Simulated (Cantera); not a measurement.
## Boron, boron nitride and boron oxide: B2O3 + H2O + H2

A closed system holds: 1 mol B2O3, 0.16 mol H2O, 9.1 mol H2, held at 97.0 Pa.

Cantera equilibrium calculation (NASA polynomials, part measured and part estimated; ideal gas, pure solids and liquids). Candidate condensed phases: B, B2O3, B3O3H3, H2O; 23 gas species. Equilibrium is a limit: real reactors are often held back by kinetics, nucleation or transport.

```csv
T (K),log p H2,log p H,log p HBO2,log p BO,log p B2O3,log p HBO,log p H2O,log p B2O2,n B2O3(l)
1348,-3.02,-7.15,-4.80,-9.09,-6.18,-6.49,-5.05,-8.88,0.915
1498,-3.04,-6.29,-4.44,-6.94,-4.68,-5.12,-5.64,-6.31,0.568
1648,-3.08,-5.59,-4.28,-5.87,-4.26,-4.69,-5.58,-5.58,0
1798,-3.09,-5.00,-4.25,-5.27,-4.32,-4.61,-5.32,-5.55,0
1948,-3.10,-4.50,-4.23,-4.80,-4.40,-4.59,-5.08,-5.61,0
2098,-3.14,-4.08,-4.23,-4.46,-4.54,-4.64,-4.84,-5.78,0
2248,-3.21,-3.74,-4.29,-4.24,-4.76,-4.78,-4.64,-6.05,0
```
log p: log10 of the partial pressure in bar; n: condensed amount in mol.

From 1348 K to 1498 K the condensed part is B2O3(l). From 1648 K to 2248 K nothing is condensed. The main B-bearing gas is HBO2 at 1348 K and BO at 2248 K.
